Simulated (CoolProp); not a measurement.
Vapour-liquid equilibrium of n-heptane (1) + toluene (2) at 410.9 K; x and y are mole fractions of (1).

Model: multi-fluid Helmholtz-energy mixture model, Span 2003 and Lemmon 2006; pair parameters Bell 2016, in CoolProp.

```json
[
 {"x": "0.05", "bubble pressure, mixture model (kPa)": "214.8", "bubble pressure, Raoult's law (kPa)": "210.5", "y, mixture model": "0.083", "y, Raoult's law": "0.067"},
 {"x": "0.2", "bubble pressure, mixture model (kPa)": "234.7", "bubble pressure, Raoult's law (kPa)": "222.0", "y, mixture model": "0.279", "y, Raoult's law": "0.255"},
 {"x": "0.35", "bubble pressure, mixture model (kPa)": "249.6", "bubble pressure, Raoult's law (kPa)": "233.5", "y, mixture model": "0.432", "y, Raoult's law": "0.425"},
 {"x": "0.5", "bubble pressure, mixture model (kPa)": "261.0", "bubble pressure, Raoult's law (kPa)": "245.0", "y, mixture model": "0.566", "y, Raoult's law": "0.578"},
 {"x": "0.65", "bubble pressure, mixture model (kPa)": "(withheld)", "bubble pressure, Raoult's law (kPa)": "256.6", "y, mixture model": "(withheld)", "y, Raoult's law": "0.718"},
 {"x": "0.8", "bubble pressure, mixture model (kPa)": "(withheld)", "bubble pressure, Raoult's law (kPa)": "268.1", "y, mixture model": "0.822", "y, Raoult's law": "0.846"},
 {"x": "0.95", "bubble pressure, mixture model (kPa)": "(withheld)", "bubble pressure, Raoult's law (kPa)": "279.6", "y, mixture model": "0.954", "y, Raoult's law": "0.963"}
]
```

What belongs in the gaps?


- 0.65, bubble pressure, mixture model (kPa): 270.0
- 0.65, y, mixture model: 0.694
- 0.8, bubble pressure, mixture model (kPa): 276.9
- 0.95, bubble pressure, mixture model (kPa): 282.1

The largest gap from Raoult's law is +6.9 % in bubble pressure, at x = 0.35. No azeotrope shows between x = 0.05 and 0.95.

The pair parameters rest on a limited set of measurements; away from them the model extrapolates.
